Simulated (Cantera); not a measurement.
Charge: 1 mol Si3N4, a varied amount of HCl, held at 590 Pa.

These are equilibrium values from Cantera (NASA tables, ideal gas, pure condensed phases), not measurements of a reactor. Candidate condensed phases: NH4Cl, Si, Si3N4; 28 gas species. Mutual solubility and eutectic melting of coexisting phases are not modelled. The tables' values for SiCl3 are old estimates. The numbers say what is thermodynamically allowed, not how fast it happens.

### Question
What condenses at these points (T in °C, n(HCl) in mol): (1227, 16); (1377, 11); (1527, 5.8); (1627, 45); (1427, 4.1); (1377, 5.8); (1227, 63)?

### Answer
```
T (°C)  n(HCl) in mol  condensed phases  Si condensed (%)
------  -------------  ----------------  ----------------
1227               16          gas only               0.0
1377               11          gas only               0.0
1527              5.8                Si              24.8
1627               45          gas only               0.0
1427              4.1        Si + Si3N4              46.2
1377              5.8             Si3N4              27.3
1227               63          gas only               0.0
```
